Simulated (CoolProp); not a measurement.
A single-stage vapour-compression cycle with R22: evaporating at 217.15 K (dew point), condensing at 269.15 K (bubble point), superheat 10 K, subcooling 0 K, compressor efficiency 0.7, no pressure losses. Each further row changes one setting.

The numbers come from the reference Helmholtz-energy equation of state, Kamei 1995 in CoolProp.

```
case                              cooling COP  pressure ratio  discharge temperature (K)  refrigerating effect (kJ/kg)  volumetric capacity (kJ/m³)
--------------------------------  -----------  --------------  -------------------------  ----------------------------  ---------------------------
as stated                                2.35            9.30                      358.1                           191                          418
evaporating temperature 222.15 K         2.71            7.12                      347.8                           193                          543
condensing temperature 264.15 K          2.65            7.83                      347.4                           197                          430
subcooling 5 K                           2.42            9.30                      358.1                           197                          430
superheat 20 K                           2.32            9.30                      370.6                           197                          411
compressor efficiency 0.6                2.01            9.30                      376.1                           191                          418
```
